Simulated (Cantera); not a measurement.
**Stirred combustor or abatement burner**

A perfectly stirred reactor is fed with CH₄ : O₂ : N₂ : CO₂ = 1 : 2.94 : 11.1 : 0.49 (molar parts), equivalence ratio 0.68, at 0.276 atm; it is adiabatic with a 723 K inlet, and is followed from long to short residence time, starting on the burning branch (τ in s: 0.072, 0.032, 0.014, 0.0063, 0.0028, 0.0012, 0.00055, 0.00024, 0.00011, 4.8e-05, 2.1e-05, 9.4e-06, 4.2e-06).

Model: GRI-Mech 3.0 (53 species, 325 reactions), integrated in Cantera.

```tsv
τ (s)	T (K)	x CH₄	x O₂	x CO₂	x CH₂CO	x C₂H₄
0.072	2010	8.90e-6	0.0611	0.0912	3.85e-10	3.22e-10
0.032	1981	1.55e-5	0.0619	0.0890	8.53e-10	6.79e-10
0.014	1940	2.77e-5	0.0629	0.0861	1.85e-9	1.46e-9
0.0063	1891	5.05e-5	0.0642	0.0828	3.99e-9	3.35e-9
0.0028	1834	9.80e-5	0.0658	0.0792	9.58e-9	9.04e-9
0.0012	1770	0.000212	0.0681	0.0748	2.87e-8	3.18e-8
0.00055	1711	0.000479	0.0714	0.0696	1.03e-7	1.35e-7
0.00024	1639	0.00144	0.0791	0.0602	7.20e-7	1.17e-6
0.00011	723	0.0644	0.189	0.0316	<1e-12	<1e-12
4.8e-5	723	0.0644	0.189	0.0316	<1e-12	<1e-12
2.1e-5	723	0.0644	0.189	0.0316	<1e-12	<1e-12
9.4e-6	723	0.0644	0.189	0.0316	<1e-12	<1e-12
4.2e-6	723	0.0644	0.189	0.0316	<1e-12	<1e-12
```
x: mole fraction; the columns are a selection and need not sum to one.
